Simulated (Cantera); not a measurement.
A Cantera script and what it prints.

```python
import numpy as np
import cantera as ct

gas_names = [...]  # 109 gases of nasa_gas.yaml made of C, Cl, H, Si
cond_names = """
    C(gr) C6H6(L) C7H8(L) C8H18(L),n-octa Si(cr) Si(L) SiC(b)
""".split()


# ... load() reads the species with a 1 bar reference pressure and builds the phases ...
atoms = {
    '(CH3)2SiCl2': {'C': 2, 'H': 6, 'Si': 1, 'CL': 2},
    'HCl': {'H': 1, 'CL': 1},
    'H2': {'H': 2},
}
top_T = {'C(gr)': 4500, 'SiC(b)': 3050}  # K; cautious upper limits of use, not melting points


# ... equilibrate(T, P, feed) seeds the gas with the atoms and calls Mixture.equilibrate('TP', solver="vcs", rtol=1e-11, max_steps=5000) ...
results = []
feed = {'(CH3)2SiCl2': 1, 'HCl': 0.37, 'H2': 1}  # mol
P = 2100  # Pa
for T in [1450, 1550, 1650, 1750, 1850, 1950, 2050, 2150, 2250, 2350, 2450, 2550]:
    mix = equilibrate(T, P, feed)
    results.append((T, P, feed, dict(zip(mix.species_names, mix.species_moles))))
    x = sorted(zip(gas.X, gas.species_names), reverse=True)
    print(f"T = {T:g} K  P = {P:g} Pa  gas = {mix.phase_moles(0):.4g} mol")
    print("   x: " + "  ".join(f"{s} {v:.3e}" for v, s in x if v > 1e-06))
    print("   condensed (mol): " + ("  ".join(f"{mix.phase(i).name} {mix.phase_moles(i):.4g}"
          for i in range(1, mix.n_phases) if mix.phase_moles(i) > 1e-12) or "none"))
```

Output:

```
T = 1450 K  P = 2100 Pa  gas = 5.356 mol
   x: H2 5.715e-01  HCL 4.194e-01  SiCL2 5.652e-03  SiCL4 1.613e-03  SiCL3 1.580e-03  SiHCL3 1.894e-04  H 4.934e-05  CL 2.949e-05  CH4 2.265e-05  SiH2CL2 3.445e-06  C2H2,acetylene 2.786e-06
   condensed (mol): C(gr) 1.048  SiC(b) 0.9516
T = 1550 K  P = 2100 Pa  gas = 5.364 mol
   x: H2 5.713e-01  HCL 4.175e-01  SiCL2 8.952e-03  SiCL3 1.308e-03  SiCL4 5.323e-04  H 1.643e-04  CL 9.584e-05  SiHCL3 8.956e-05  CH4 1.393e-05  C2H2,acetylene 9.166e-06  SiH2CL2 2.458e-06
   condensed (mol): C(gr) 1.058  SiC(b) 0.9416
T = 1650 K  P = 2100 Pa  gas = 5.368 mol
   x: H2 5.738e-01  HCL 4.111e-01  SiCL2 1.301e-02  SiCL3 1.063e-03  H 4.749e-04  CL 2.668e-04  SiCL4 1.908e-04  SiHCL3 4.471e-05  C2H2,acetylene 2.617e-05  CH4 9.187e-06  SiCL 2.845e-06  SiH2CL2 1.789e-06
   condensed (mol): C(gr) 1.076  SiC(b) 0.9232
T = 1750 K  P = 2100 Pa  gas = 5.372 mol
   x: H2 5.773e-01  HCL 4.021e-01  SiCL2 1.771e-02  H 1.219e-03  SiCL3 8.600e-04  CL 6.552e-04  SiCL4 7.419e-05  C2H2,acetylene 6.633e-05  SiHCL3 2.355e-05  SiCL 1.226e-05  CH4 6.390e-06  Si 1.361e-06  SiH2CL2 1.330e-06
   condensed (mol): C(gr) 1.1  SiC(b) 0.8996
T = 1850 K  P = 2100 Pa  gas = 5.38 mol
   x: H2 5.808e-01  HCL 3.911e-01  SiCL2 2.288e-02  H 2.833e-03  CL 1.450e-03  SiCL3 6.937e-04  C2H2,acetylene 1.519e-04  SiCL 4.456e-05  SiCL4 3.096e-05  SiHCL3 1.300e-05  Si 9.239e-06  CH4 4.638e-06  SiH 1.012e-06  SiH2CL2 1.006e-06
   condensed (mol): C(gr) 1.126  SiC(b) 0.8726
T = 1950 K  P = 2100 Pa  gas = 5.393 mol
   x: H2 5.836e-01  HCL 3.781e-01  SiCL2 2.825e-02  H 6.043e-03  CL 2.935e-03  SiCL3 5.579e-04  C2H2,acetylene 3.189e-04  SiCL 1.404e-04  Si 5.143e-05  SiCL4 1.370e-05  SiHCL3 7.445e-06  SiH 4.355e-06  CH4 3.479e-06  SiH2 2.099e-06  SiC2 1.676e-06  Si2C 1.135e-06
   condensed (mol): C(gr) 1.153  SiC(b) 0.8434
T = 2050 K  P = 2100 Pa  gas = 5.419 mol
   x: H2 5.842e-01  HCL 3.631e-01  SiCL2 3.351e-02  H 1.197e-02  CL 5.505e-03  C2H2,acetylene 6.202e-04  SiCL3 4.465e-04  SiCL 3.909e-04  Si 2.417e-04  SiH 1.619e-05  SiC2 1.255e-05  Si2C 8.136e-06  SiCL4 6.349e-06  SiH2 5.375e-06  SiHCL3 4.388e-06  CH4 2.673e-06  C2HCL 1.812e-06  CH3 1.076e-06
   condensed (mol): C(gr) 1.181  SiC(b) 0.8122
T = 2150 K  P = 2100 Pa  gas = 5.465 mol
   x: H2 5.808e-01  HCL 3.454e-01  SiCL2 3.828e-02  H 2.218e-02  CL 9.650e-03  C2H2,acetylene 1.125e-03  Si 9.814e-04  SiCL 9.776e-04  SiCL3 3.541e-04  SiC2 7.762e-05  SiH 5.299e-05  Si2C 4.830e-05  SiH2 1.251e-05  C2HCL 3.961e-06  SiCL4 3.044e-06  SiHCL3 2.632e-06  CH4 2.080e-06  CH3 1.536e-06  Si2 1.305e-06  C2H 1.291e-06  CL2 1.234e-06
   condensed (mol): C(gr) 1.21  SiC(b) 0.7768
T = 2250 K  P = 2100 Pa  gas = 5.551 mol
   x: H2 5.707e-01  HCL 3.239e-01  SiCL2 4.207e-02  H 3.871e-02  CL 1.590e-02  Si 3.513e-03  SiCL 2.220e-03  C2H2,acetylene 1.910e-03  SiC2 4.064e-04  SiCL3 2.759e-04  Si2C 2.435e-04  SiH 1.547e-04  SiH2 2.664e-05  C2HCL 7.918e-06  Si2 7.709e-06  C2H 5.142e-06  C4H2 2.612e-06  CH3 2.083e-06  CL2 1.778e-06  CH4 1.618e-06  SiHCL3 1.582e-06  SiCL4 1.483e-06
   condensed (mol): C(gr) 1.246  SiC(b) 0.7271
T = 2350 K  P = 2100 Pa  gas = 5.718 mol
   x: H2 5.486e-01  HCL 2.963e-01  H 6.374e-02  SiCL2 4.411e-02  CL 2.467e-02  Si 1.126e-02  SiCL 4.607e-03  C2H2,acetylene 3.027e-03  SiC2 1.840e-03  Si2C 1.065e-03  SiH 4.069e-04  SiCL3 2.078e-04  SiH2 5.191e-05  Si2 3.902e-05  C2H 1.798e-05  C2HCL 1.447e-05  C4H2 6.855e-06  CH3 2.657e-06  CL2 2.394e-06  SiC 2.289e-06  C3 1.966e-06  C2H2,vinylidene 1.373e-06  CH4 1.230e-06  Si3 1.177e-06
   condensed (mol): C(gr) 1.308  SiC(b) 0.63
T = 2450 K  P = 2100 Pa  gas = 6.077 mol
   x: H2 5.050e-01  HCL 2.586e-01  H 9.852e-02  SiCL2 4.320e-02  CL 3.581e-02  Si 3.279e-02  SiCL 8.711e-03  SiC2 7.341e-03  C2H2,acetylene 4.406e-03  Si2C 4.112e-03  SiH 9.642e-04  Si2 1.725e-04  SiCL3 1.456e-04  SiH2 9.131e-05  C2H 5.538e-05  C2HCL 2.381e-05  C4H2 1.584e-05  SiC 1.158e-05  C3 1.070e-05  Si3 6.455e-06  C 3.930e-06  CH3 3.097e-06  CL2 2.956e-06  C2H2,vinylidene 2.889e-06  CH2 1.232e-06
   condensed (mol): C(gr) 1.449  SiC(b) 0.381
T = 2550 K  P = 2100 Pa  gas = 6.694 mol
   x: H2 4.353e-01  HCL 2.242e-01  H 1.420e-01  Si 6.596e-02  CL 5.147e-02  SiCL2 3.306e-02  SiC2 1.970e-02  SiCL 1.199e-02  Si2C 8.051e-03  C2H2,acetylene 5.789e-03  SiH 1.547e-03  Si2 3.828e-04  C2H 1.505e-04  SiH2 1.074e-04  SiCL3 8.356e-05  C3 5.072e-05  SiC 3.873e-05  C2HCL 3.700e-05  C4H2 3.185e-05  C 1.555e-05  Si3 1.313e-05  C2H2,vinylidene 5.325e-06  C2 4.718e-06  CL2 3.730e-06  CH3 3.199e-06  CH2 2.193e-06  CH 1.600e-06
   condensed (mol): C(gr) 1.6
```

Equilibrium computed with Cantera from the NASA thermochemical tables; the gas is ideal and each condensed phase is pure. The feed counts by its element totals alone. The tables' values for SiCl, SiCl3 are old estimates; treat these amounts as uncertain. Gases not in the tables: Si2H6 and higher silanes.
